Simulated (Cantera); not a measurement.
Feed: 1 mol Fe3O4, 3.4 mol CO, 4 mol H2, at 13.3 mbar.

These are equilibrium values from Cantera (NASA tables, ideal gas, pure condensed phases), not measurements of a reactor. Candidate condensed phases: C, C6H6, C7H8, C8H18, Fe, Fe(CO)5, FeO, Fe(OH)2, Fe(OH)3, Fe2O3, Fe3O4, H2O; 114 gas species. Equilibrium is a limit: real reactors are often held back by kinetics, nucleation or transport. All values below are at 2598 K.

Base state: Fe 0.233, CO 0.233, H2O 0.164, H 0.106, H2 0.104, CO2 0.0569, OH 0.0388, O 0.0257 (mole fractions); condensed: gas only.

### Question
What changes in the equilibrium state with this change: pressure from 13.3 mbar to 1.00 bar?

### Answer
| species | before | after |
|---|---|---|
| CO | 0.233 | 0.396 |
| H2 | 0.104 | 0.327 |
| H2O | 0.164 | 0.161 |
| Fe | 0.233 | 0.0589 |
| O2 | 0.0165 | 2.15e-5 |
| O | 0.0257 | 0.000107 |
| OH | 0.0388 | 0.00248 |
| FeO | 0.0219 | 0.00173 |
| H | 0.106 | 0.0218 |
| CO2 | 0.0569 | 0.0302 |
| Fe(OH)2 | 8.20e-5 | 0.000477 |
| Fe(l), mol | 0 | 0.0847 |
| FeO(l), mol | 0 | 2.43 |
Each liquid is taken as pure. Mutual solubility and eutectic melting of coexisting phases are not modelled. The tables' stoichiometric FeO is somewhat more stable than real wüstite, so its field is too wide. FeO: taken at fixed stoichiometry.

### Question
What changes in the equilibrium state with this change: CO from 3.4 to 1.2 mol?

### Answer
| species | before | after |
|---|---|---|
| Fe | 0.233 | 0.282 |
| H2O | 0.164 | 0.225 |
| H2 | 0.104 | 0.115 |
| CO | 0.233 | 0.0968 |
| CO2 | 0.0569 | 0.0293 |
| O2 | 0.0165 | 0.0254 |
| FeO | 0.0219 | 0.0329 |
| OH | 0.0388 | 0.0505 |
| O | 0.0257 | 0.0319 |
| H | 0.106 | 0.112 |
| Fe(OH)2 | 8.20e-5 | 0.000168 |

### Question
What changes in the equilibrium state with this change: CO from 3.4 to 0.52 mol?

### Answer
| species | before | after |
|---|---|---|
| Fe | 0.233 | 0.301 |
| H2O | 0.164 | 0.250 |
| H2 | 0.104 | 0.118 |
| CO | 0.233 | 0.0443 |
| CO2 | 0.0569 | 0.0146 |
| O2 | 0.0165 | 0.0298 |
| FeO | 0.0219 | 0.0380 |
| OH | 0.0388 | 0.0555 |
| O | 0.0257 | 0.0345 |
| H | 0.106 | 0.113 |
| Fe(OH)2 | 8.20e-5 | 0.000217 |
